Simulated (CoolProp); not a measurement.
CHF3 (R23) along the isobar 995 kPa: density (kg/m³) from the reference equation and from simpler models built on Tc = 299.3 K, pc = 4832 kPa, ω = 0.263; each cubic takes its own stable root.

The numbers come from the reference Helmholtz-energy equation of state, Penoncello 2003 in CoolProp.

```json
[
 {"T (K)": "281", "phase": "gas", "reference": "33.12"},
 {"T (K)": "294.1", "phase": "gas", "reference": "31.09"},
 {"T (K)": "307.2", "phase": "gas", "reference": "29.36"},
 {"T (K)": "320.3", "phase": "gas", "reference": "27.86"},
 {"T (K)": "333.4", "phase": "gas", "reference": "26.52"},
 {"T (K)": "346.6", "phase": "gas", "reference": "25.33"},
 {"T (K)": "359.7", "phase": "gas", "reference": "24.25"},
 {"T (K)": "372.8", "phase": "gas", "reference": "23.28"},
 {"T (K)": "385.9", "phase": "gas", "reference": "22.39"},
 {"T (K)": "399", "phase": "gas", "reference": "21.57"},
 {"T (K)": "412.1", "phase": "gas", "reference": "20.82"},
 {"T (K)": "425.2", "phase": "gas", "reference": "20.12"},
 {"T (K)": "438.4", "phase": "gas", "reference": "19.46"},
 {"T (K)": "451.5", "phase": "gas", "reference": "18.85"}
]
```

Question: How far does each simpler model (ideal gas, Redlich-Kwong, Soave-Redlich-Kwong) lie from the reference over these 14 states: mean and median of the absolute difference, and the worst?

Answer: 
- ideal gas: mean 4.4 %, median 3.7 %, worst -10.0 % at 281 K and 995 kPa
- Redlich-Kwong: mean 0.3 %, median 0.3 %, worst -1.1 % at 281 K and 995 kPa
- Soave-Redlich-Kwong: mean 0.4 %, median 0.3 %, worst -0.8 % at 281 K and 995 kPa
